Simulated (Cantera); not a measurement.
**Thermodynamics of abatement and gas-phase synthesis, feed H2O + SO2**

Input: 1 mol H2O, 0.16 mol SO2, held at 1523 K and 37.0 bar.

Method: chemical equilibrium by Gibbs-energy minimisation in Cantera with the NASA 1993 tables (ideal gas, pure condensed phases). Candidate condensed phases: H2O, H2SO4, S; 19 gas species. The ideal-gas law is rough above about 30 bar. Equilibrium is a limit: real reactors are often held back by kinetics, nucleation or transport.

- x(H2O): 0.862
- x(SO2): 0.138
- x(H2): 0.000112
- x(SO3): 9.01e-5
- x(O2): 1.04e-5
- x(OH): 9.52e-6
- x(SO): 3.55e-6
- gas amount: 1.160 mol
- log10 activity of S(l) (absent): -5.70
